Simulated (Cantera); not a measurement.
Input: 1 mol Pb, 0.065 mol O2, 1.5 mol CO, 0.21 mol H2O, equilibrated at 1523.15 K and 19.0 mbar.

Method: chemical equilibrium by Gibbs-energy minimisation in Cantera with the NASA 1993 tables (ideal gas, pure condensed phases). Candidate condensed phases: C, C6H6, C7H8, C8H18, H2O, Pb, PbO, PbO2, Pb3O4; 113 gas species. Rates play no part.

Question: What is the equilibrium state?

Answer: 
| Quantity | Result |
|---|---|
| x(CO) | 0.456 |
| x(Pb) | 0.369 |
| x(CO2) | 0.0972 |
| x(H2) | 0.0493 |
| x(H2O) | 0.0282 |
| x(PbO) | 9.37e-5 |
| x(Pb2) | 4.09e-5 |
| x(H) | 3.73e-5 |
| gas amount | 2.710 mol |
| log10 activity of Pb(l) (absent) | -0.64 |
| log10 activity of C(graphite) (absent) | -4.66 |
